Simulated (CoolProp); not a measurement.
Vapour-liquid equilibrium of CH2F2 (R32) (1) + R134a (2) at 257.5 K; x and y are mole fractions of (1).

Values from CoolProp's multi-fluid Helmholtz-energy mixture model, Tillner-Roth 1997 and Tillner-Roth 1994; pair parameters Lemmon 2004.

```tsv
x	bubble pressure, mixture model (bar)	bubble pressure, Raoult's law (bar)	y, mixture model	y, Raoult's law
0.05	1.759	1.754	0.132	0.136
0.2	2.238	2.230	0.413	0.428
0.35	2.707	2.706	0.596	0.617
0.5	3.172	3.181	0.728	0.749
0.65	3.640	3.657	0.830	0.847
0.8	4.116	4.133	0.912	0.923
0.95	4.602	4.608	0.980	0.983
```

The largest gap from Raoult's law is -0.5 % in bubble pressure, at x = 0.65. No azeotrope shows between x = 0.05 and 0.95.

Pair parameters are fitted to limited data, so mixtures are less certain than the pure fluids.
